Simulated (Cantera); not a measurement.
# Si + Cl2 + H2 (chlorosilane synthesis and conversion)

A closed system holds: 1 mol Si, a varied amount of Cl2, 0.35 mol H2, at 1023 K and 1 atm.

These are equilibrium values from Cantera (NASA tables, ideal gas, pure condensed phases), not measurements of a reactor. Candidate condensed phases: Si; 19 gas species. The tables' values for SiCl3 are old estimates; treat these amounts as uncertain. Kinetics and transport are ignored.

From 0.5 mol Cl2 to 1.8 mol Cl2 the condensed part is Si(s). From 2 mol Cl2 to 2.1 mol Cl2 nothing is condensed. The main Si-bearing gas is SiCl4 throughout.

```tsv
n(Cl2) (mol)	x SiCl4	x H2	x HCl	x SiHCl3	n Si(s)
0.5	0.339	0.533	0.0145	0.106	0.735
0.66	0.405	0.461	0.0140	0.112	0.652
0.83	0.461	0.401	0.0135	0.116	0.564
0.99	0.505	0.357	0.0131	0.117	0.481
1.2	0.552	0.311	0.0125	0.116	0.373
1.3	0.571	0.292	0.0122	0.116	0.322
1.5	0.605	0.261	0.0117	0.114	0.219
1.6	0.620	0.247	0.0114	0.113	0.168
1.8	0.646	0.224	0.0110	0.111	0.0659
2	0.703	0.222	0.0375	0.0352	0
2.1	0.683	0.166	0.145	0.00660	0
```
x: gas mole fraction; n: condensed amount in mol.
